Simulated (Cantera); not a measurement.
An isothermal, constant-pressure homogeneous reactor starts with 6.61 % H₂, 93.4 % O₂, equivalence ratio 0.035, at 1098 K and 20.0 Torr.

Detailed kinetics in Cantera: the H2/O2 subset of GRI-Mech 3.0, which has no nitrogen chemistry. Radical loss at walls, strong at low pressure, is not modelled. The temperature is held fixed by assumption; the heat of reaction is taken as removed at once.

One state of this run: x H₂ = 6.75e-8; x O₂ = 0.932; x HO₂ = 2.02e-8; x H₂O₂ = 6.52e-9; x H = 4.43e-9. x: mole fraction; the columns are a selection and need not sum to one.

Task: Which value of t (s) does it belong to?
A. 0.00310
B. 1.70
C. 0.000879
D. 0.000249

Result: B, 1.70
